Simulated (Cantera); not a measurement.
A perfectly stirred reactor is fed with N2O : O2 = 1 : 0.23 (molar parts), at 0.300 bar; it is held at 1325 K, and followed from long to short residence time.

Cantera simulation using GRI-Mech 3.0 (53 species, 325 reactions); the numbers are that mechanism's predictions, not measurements. GRI-Mech 3.0 was tuned for natural gas; its chemistry of N2O as a main component is partial and can be far from experiment. The mechanism lacks the step 2 NO + O2 → 2 NO2, which can matter for NO2 below about 1400 K. The temperature is held fixed by assumption; the heat of reaction is taken as removed at once.

Problem. What does this change do: pressure from 0.300 bar to 1.00 bar?

Solution. 
```json
[
 {"quantity": "x(N2O) at τ = 9.10 s", "before": "0.0507", "after": "0.0207"},
 {"quantity": "x(O2) at τ = 9.10 s", "before": "0.378", "after": "0.400"},
 {"quantity": "x(NO2) at τ = 9.10 s", "before": "0.000178", "after": "0.000291"},
 {"quantity": "x(O) at τ = 9.10 s", "before": "5.34e-6", "after": "2.05e-6"},
 {"quantity": "x(NO) at τ = 9.10 s", "before": "0.0589", "after": "0.0306"},
 {"quantity": "x(N2O) at τ = 0.190 s", "before": "0.578", "after": "0.374"},
 {"quantity": "x(O2) at τ = 0.190 s", "before": "0.242", "after": "0.292"},
 {"quantity": "x(NO2) at τ = 0.190 s", "before": "7.00e-5", "after": "0.000380"},
 {"quantity": "x(O) at τ = 0.190 s", "before": "1.00e-5", "after": "7.61e-6"},
 {"quantity": "x(NO) at τ = 0.190 s", "before": "0.0263", "after": "0.0429"}
]
```
